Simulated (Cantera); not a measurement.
## Premixed flame

A freely propagating, adiabatic, planar premixed flame of 35.3 % H2, 13.6 % O2, 51.1 % N2, unburnt at 423 K and 1.00 atm; mixture-averaged transport, grid criteria slope 0.08 and curve 0.16, no radiation.

Cantera simulation using the H2/O2 subset of GRI-Mech 3.0, which has no nitrogen chemistry; the numbers are that mechanism's predictions, not measurements. Burning velocities carry a grid error of a few per cent, more on coarse grids.

| z (mm) | T (K) | u (m/s) | x H2 | x O2 | x H2O | x O | x H | x OH |
|---|---|---|---|---|---|---|---|---|
| -1.17 | 423 | 4.86 | 0.353 | 0.136 | <1e-8 | <1e-8 | <1e-8 | <1e-8 |
| -0.778 | 423 | 4.86 | 0.353 | 0.136 | <1e-8 | <1e-8 | <1e-8 | <1e-8 |
| -0.583 | 423 | 4.86 | 0.353 | 0.136 | <1e-8 | <1e-8 | <1e-8 | <1e-8 |
| -0.389 | 423 | 4.86 | 0.353 | 0.136 | 9.17e-8 | <1e-8 | <1e-8 | <1e-8 |
| -0.194 | 435 | 4.98 | 0.349 | 0.136 | 0.000267 | 2.10e-6 | 1.44e-5 | 1.47e-5 |
| -0.0972 | 705 | 7.82 | 0.312 | 0.131 | 0.0207 | 0.000227 | 0.00506 | 0.00109 |
| 0 | 1185 | 12.7 | 0.209 | 0.0935 | 0.107 | 0.00399 | 0.0377 | 0.00281 |
| 0.0972 | 1506 | 15.9 | 0.115 | 0.0352 | 0.213 | 0.00802 | 0.0677 | 0.00757 |
| 0.194 | 1656 | 17.4 | 0.0883 | 0.0151 | 0.250 | 0.00779 | 0.0703 | 0.0103 |
| 0.389 | 1805 | 18.8 | 0.0859 | 0.00916 | 0.263 | 0.00660 | 0.0595 | 0.0122 |
| 0.778 | 1953 | 20.1 | 0.0883 | 0.00668 | 0.272 | 0.00494 | 0.0457 | 0.0128 |
| 1.56 | 2095 | 21.4 | 0.0896 | 0.00437 | 0.282 | 0.00320 | 0.0329 | 0.0122 |
| 3.11 | 2216 | 22.4 | 0.0900 | 0.00248 | 0.292 | 0.00178 | 0.0223 | 0.0103 |
x: mole fraction of selected species; z is measured from the peak of heat release.

| Property | Value |
|---|---|
| laminar burning velocity | 486 cm/s |
| thermal thickness | 0.389 mm |
| peak x(O) | 0.00813 |
| peak x(H) | 0.0712 |
| peak x(OH) | 0.0128 |
| grid points | 118 |
